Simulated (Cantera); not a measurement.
## Adiabatic ignition

An adiabatic, constant-volume homogeneous reactor starts with 15.5 % CH4, 2.79 % C2H6, 17.0 % O2, 63.8 % N2, 0.898 % H2O, equivalence ratio 2.4, at 1248 K and 4.93 atm.

Model: GRI-Mech 3.0 (53 species, 325 reactions), integrated in Cantera.

| t (s) | T (K) | P (bar) | x CH4 | x C2H6 | x O2 | x C2H4 | x CH2CO | x H | x H2O |
|---|---|---|---|---|---|---|---|---|---|
| 3.00e-6 | 1248 | 5.00 | 0.155 | 0.0279 | 0.170 | 3.94e-8 | <1e-12 | 4.79e-10 | 0.00898 |
| 9.49e-6 | 1248 | 5.00 | 0.155 | 0.0279 | 0.170 | 4.68e-7 | <1e-12 | 1.59e-9 | 0.00898 |
| 3.00e-5 | 1248 | 5.00 | 0.155 | 0.0279 | 0.170 | 4.63e-6 | 6.96e-11 | 6.47e-9 | 0.00898 |
| 9.49e-5 | 1248 | 5.00 | 0.155 | 0.0278 | 0.170 | 5.14e-5 | 7.53e-9 | 4.65e-8 | 0.00902 |
| 0.000300 | 1254 | 5.03 | 0.154 | 0.0267 | 0.169 | 0.00117 | 3.43e-6 | 5.57e-7 | 0.0105 |
| 0.000949 | 2418 | 12.1 | 0.000336 | 1.13e-8 | 2.62e-7 | 1.20e-6 | 1.22e-6 | 0.00231 | 0.100 |
| 0.00300 | 2416 | 12.1 | 1.21e-8 | <1e-12 | 2.55e-7 | <1e-12 | 1.52e-11 | 0.00233 | 0.0990 |
| 0.00949 | 2416 | 12.1 | 1.14e-8 | <1e-12 | 2.56e-7 | <1e-12 | 1.44e-11 | 0.00233 | 0.0990 |
| 0.0300 | 2416 | 12.1 | 1.14e-8 | <1e-12 | 2.56e-7 | <1e-12 | 1.43e-11 | 0.00234 | 0.0990 |
| 0.0949 | 2416 | 12.1 | 1.14e-8 | <1e-12 | 2.56e-7 | <1e-12 | 1.43e-11 | 0.00234 | 0.0990 |
| 0.300 | 2416 | 12.1 | 1.14e-8 | <1e-12 | 2.56e-7 | <1e-12 | 1.43e-11 | 0.00234 | 0.0990 |
x: mole fraction; the columns are a selection and need not sum to one.

```json
{
 "time_of_steepest_temperature_rise": "0.635 ms",
 "temperature at 0.300 s": "2416 K",
 "equilibrium_temperature": "2416 K",
 "x(CH4) at 0.300 s": "1.14e-8 (gas-phase equilibrium 1.28e-8)",
 "x(C2H6) at 0.300 s": "<1e-12 (gas-phase equilibrium <1e-12)",
 "x(O2) at 0.300 s": "2.56e-7 (gas-phase equilibrium 2.56e-7)"
}
```
